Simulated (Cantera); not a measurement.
Feed: 1 mol C₂F₆, a varied amount of CH₄, equilibrated at 2448.15 K and 1.33 mbar.

Cantera equilibrium calculation (NASA polynomials, part measured and part estimated; ideal gas, pure solids and liquids). Candidate condensed phases: C, C₆H₆, C₇H₈, C₈H₁₈; 95 gas species. The feed counts by its element totals alone. Kinetics and transport are ignored.

**Question.** What share of the C ends up in condensed phases as a function of n(CH₄) (mol), at 0.044, 0.15, 0.26, 0.37, 0.47, 0.58, 0.69, 0.8, 0.9, 1, 1.1, 1.2, 1.3?

**Answer.** 
| n(CH₄) (mol) | C condensed (%) | as |
|---|---|---|
| 0.044 | 57.6 | C(graphite) |
| 0.15 | 64.3 | C(graphite) |
| 0.26 | 70.3 | C(graphite) |
| 0.37 | 75.6 | C(graphite) |
| 0.47 | 79.8 | C(graphite) |
| 0.58 | 83.8 | C(graphite) |
| 0.69 | 87.2 | C(graphite) |
| 0.8 | 90.2 | C(graphite) |
| 0.9 | 92.6 | C(graphite) |
| 1 | 94.5 | C(graphite) |
| 1.1 | 96.2 | C(graphite) |
| 1.2 | 97.6 | C(graphite) |
| 1.3 | 98.6 | C(graphite) |
